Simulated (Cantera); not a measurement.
An isothermal plug-flow reactor at 975 K and 1.00 bar (inlet), inlet velocity 0.71 m/s, active area per volume 5400 1/m; feed 0.336 % CH₄, 14.1 % O₂, 85.6 % N₂, equivalence ratio 0.048.

Computed with Cantera and Deutschmann's 1995 Pt surface mechanism with GRI-Mech 3.0 gas chemistry. Catalytic surfaces can have several steady states; this one follows from the mechanism file's or the stated starting coverage. Mass transfer to the wall is taken as infinitely fast.

x: gas mole fraction; θ: surface coverage.

```
z (m)         x CH₄   x O₂       x H₂O       x CO₂        x CO  θ free Pt   θ O*       θ OH*
-------  ----------  -----  ----------  ----------  ----------  ---------  -----  ----------
0.0001      0.00326  0.141    0.000202     9.97e-5     1.36e-6      0.157  0.843    0.000268
0.0002      0.00316  0.140    0.000398    0.000198     1.33e-6      0.157  0.843    0.000367
0.00039     0.00298  0.140    0.000755    0.000376     1.25e-6      0.157  0.843    0.000499
0.00075     0.00267  0.139     0.00138    0.000687     1.12e-6      0.157  0.842    0.000669
0.0015   (withheld)  0.138  (withheld)  (withheld)  (withheld)      0.157  0.842  (withheld)
0.0028   (withheld)  0.137  (withheld)  (withheld)  (withheld)      0.157  0.842  (withheld)
0.0054     0.000635  0.135     0.00544     0.00272     2.68e-7      0.158  0.841     0.00132
0.01       0.000152  0.134     0.00641     0.00320     6.44e-8      0.158  0.841     0.00144
```

Question: Some entries are withheld; supply them.

Answer: 
- 0.0015, x CH₄: 0.00212
- 0.0015, x H₂O: 0.00247
- 0.0015, x CO₂: 0.00124
- 0.0015, x CO: 8.91e-7
- 0.0015, θ OH*: 0.000894
- 0.0028, x CH₄: 0.00142
- 0.0028, x H₂O: 0.00387
- 0.0028, x CO₂: 0.00193
- 0.0028, x CO: 5.98e-7
- 0.0028, θ OH*: 0.00112
